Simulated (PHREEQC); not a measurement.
Make-up at 25 °C: 0.28 mol FeCl3, 0.0032 mol ZnCl2 and 0.094 mol Na2SO4 per kg of water. It is in equilibrium with CO2 at log p = -3.4 (atm). Otherwise closed; pH follows from the charge balance.

The numbers come from PHREEQC with the ion-association model, phreeqc.dat.

Each row changes one thing in this solution. This is a speciation only: nothing precipitates in the calculation.

| case | pH | ionic strength (mol/kgw) | Cl- (mol/kgw) | FeCl+2 (mol/kgw) | FeSO4+ (mol/kgw) | FeCl2+ (mol/kgw) | SI of Halite (NaCl) | SI of Goethite (FeOOH) |
|---|---|---|---|---|---|---|---|---|
| as made | 2.10 | 0.893 | 0.622 | 0.114 | 0.0670 | 0.0529 | -2.86 | +4.51 |
| diluted 5-fold with water | 2.07 | 0.236 | 0.148 | 0.0152 | 0.0141 | 0.00273 | -4.11 | +4.34 |
| FeCl3 from 0.28 to 0.308 mol/kgw | 2.10 | 0.958 | 0.668 | 0.130 | 0.0677 | 0.0632 | -2.83 | +4.54 |
| temperature from 25 to 50 °C | (withheld) | 0.926 | 0.638 | 0.144 | 0.0621 | 0.0301 | (withheld) | (withheld) |
| diluted 2-fold with water | 2.01 | 0.510 | (withheld) | 0.0517 | 0.0344 | 0.0159 | -3.40 | +4.25 |

Q: Fill in the missing entries.

A: 
- temperature from 25 to 50 °C, pH: 1.99
- temperature from 25 to 50 °C, SI of Halite (NaCl): -2.89
- temperature from 25 to 50 °C, SI of Goethite (FeOOH): +4.75
- diluted 2-fold with water, Cl- (mol/kgw): 0.339

The ionic strength passes 0.7 mol/kgw, the rough limit of the ion-association models, in as made; FeCl3 from 0.28 to 0.308 mol/kgw; temperature from 25 to 50 °C. Some of these states are supersaturated (in Hematite (slow to form), Goethite (slow to form), for instance). Away from 25 °C the constants follow the database's enthalpies or fits; those with neither stay at their 25 °C values.
